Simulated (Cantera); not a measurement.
A freely propagating, adiabatic, planar premixed flame of H2 : O2 : N2 : H2O = 1 : 0.704 : 2.65 : 0.1 (molar parts), unburnt at 500 K and 1.01 bar; mixture-averaged transport, grid criteria slope 0.08 and curve 0.16, no radiation.

Detailed kinetics in Cantera: the H2/O2 subset of GRI-Mech 3.0, which has no nitrogen chemistry. Burning velocities carry a grid error of a few per cent, more on coarse grids.

x: mole fraction of selected species; z is measured from the peak of heat release.

```csv
z (mm),T (K),u (m/s),x H2,x O2,x H2O,x OH,x O,x H
-1.17,500,3.38,0.225,0.158,0.0225,<1e-8,<1e-8,<1e-8
-0.777,500,3.38,0.224,0.158,0.0225,<1e-8,<1e-8,<1e-8
-0.583,500,3.38,0.224,0.158,0.0225,<1e-8,<1e-8,<1e-8
-0.389,500,3.37,0.223,0.158,0.0225,<1e-8,1.77e-8,<1e-8
-0.194,530,3.52,0.209,0.160,0.0245,3.23e-5,5.29e-6,3.23e-5
-0.0971,[?],4.96,[?],0.155,[?],[?],[?],[?]
0,1164,7.30,0.0983,0.124,0.119,0.00256,0.00333,0.0142
0.0971,1451,9.02,0.0418,0.0827,0.192,0.00725,0.00859,0.0231
0.194,1607,9.94,0.0231,0.0650,0.221,0.0106,0.0102,0.0215
0.389,1762,10.8,0.0166,0.0579,0.236,0.0126,0.00880,0.0143
0.777,1899,11.6,0.0121,0.0548,0.247,0.0127,0.00602,0.00751
1.55,2006,12.1,0.00744,0.0529,0.258,0.0111,0.00346,0.00314
3.11,2075,12.5,0.00376,0.0522,0.266,0.00840,0.00169,0.00104
```

Task: Some entries are withheld; supply them.

Result: 
- -0.0971, T (K): 769
- -0.0971, x H2: 0.169
- -0.0971, x H2O: 0.0489
- -0.0971, x OH: 0.000765
- -0.0971, x O: 0.000239
- -0.0971, x H: 0.00238
